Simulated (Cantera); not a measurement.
Charge: 1 mol Al, 0.68 mol NH3, a varied amount of H2, at 1330 Pa.

Cantera equilibrium calculation (NASA polynomials, part measured and part estimated; ideal gas, pure solids and liquids). Candidate condensed phases: Al, AlN; 13 gas species. Mutual solubility and eutectic melting of coexisting phases are not modelled. Equilibrium is a limit: real reactors are often held back by kinetics, nucleation or transport.

Stable condensed phases, one row left out:

```
T in °C \ n(H2) in mol
          37  44  53  64  77  93 110 140 160 200 240 290
   1502    A   A   A   A   A   A   A   A   A   A   A   A
   1427    A   A   A   A   A   A   A   A   A   A   A   A
   1352    B   A   A   A   A   A   A   A   A   A   A   A
   1277    B   B   B   B   B   B   B   A   A   A   A   A
   1127    B   B   B   B   B   B   B   B   B   B   B   B
   1052    B   B   B   B   B   B   B   B   B   B   B   B
    977    B   B   B   B   B   B   B   B   B   B   B   B
    902    B   B   B   B   B   B   B   B   B   B   B   B
    827    B   B   B   B   B   B   B   B   B   B   B   B
    752    B   B   B   B   B   B   B   B   B   B   B   B
    677    B   B   B   B   B   B   B   B   B   B   B   B
    602    B   B   B   B   B   B   B   B   B   B   B   B
    527    B   B   B   B   B   B   B   B   B   B   B   B
```

A: AlN; B: Al + AlN.

Question: Give the row for 1202 °C.

Answer: 37: Al + AlN; 44: Al + AlN; 53: Al + AlN; 64: Al + AlN; 77: Al + AlN; 93: Al + AlN; 110: Al + AlN; 140: Al + AlN; 160: Al + AlN; 200: Al + AlN; 240: Al + AlN; 290: Al + AlN.
